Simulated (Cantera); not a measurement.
Stirred combustor or abatement burner

A perfectly stirred reactor is fed with 15.9 % CH4, 17.6 % O2, 66.5 % N2, at 1.40 bar; it is adiabatic with a 300 K inlet, and is followed from long to short residence time, starting on the burning branch (τ in s: 0.065, 0.023, 0.0083, 0.003, 0.0011, 0.00038, 0.00014, 4.8e-05, 1.7e-05).

Model: GRI-Mech 3.0 (53 species, 325 reactions), integrated in Cantera.

| τ (s) | T (K) | x CH4 | x O2 | x HO2 | x CH2CO | x H | x C2H6 |
|---|---|---|---|---|---|---|---|
| 0.065 | 1757 | 0.0122 | 0.00140 | 2.76e-7 | 6.08e-5 | 0.000117 | 2.56e-5 |
| 0.023 | 1750 | 0.0144 | 0.00305 | 6.99e-7 | 0.000119 | 0.000144 | 5.89e-5 |
| 0.0083 | 1720 | 0.0176 | 0.00689 | 1.97e-6 | 0.000229 | 0.000167 | 0.000151 |
| 0.0030 | 300 | 0.159 | 0.176 | <1e-12 | <1e-12 | <1e-12 | <1e-12 |
| 0.0011 | 300 | 0.159 | 0.176 | <1e-12 | <1e-12 | <1e-12 | <1e-12 |
| 0.00038 | 300 | 0.159 | 0.176 | <1e-12 | <1e-12 | <1e-12 | <1e-12 |
| 0.00014 | 300 | 0.159 | 0.176 | <1e-12 | <1e-12 | <1e-12 | <1e-12 |
| 4.8e-5 | 300 | 0.159 | 0.176 | <1e-12 | <1e-12 | <1e-12 | <1e-12 |
| 1.7e-5 | 300 | 0.159 | 0.176 | <1e-12 | <1e-12 | <1e-12 | <1e-12 |
x: mole fraction; the columns are a selection and need not sum to one.
